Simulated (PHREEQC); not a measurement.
Brine

Solution (25 °C): 0.3 mol Na2CO3 and 0.04 mol K2SO4 per kg of water. Closed to the air; pH follows from the charge balance.

Computed with PHREEQC (Pitzer model, pitzer.dat).

No solid was allowed to form.

Question: Predict the pH, osmotic coefficient.

Answer: pH 11.49; osmotic coefficient 0.748.

Question: In which forms is C present?

Answer: CO3-2 98 %, HCO3- 1.6 % of the C.

Complexes and solids missing from the database can't appear. In brines, pH and single-ion activities rest on the MacInnes convention.
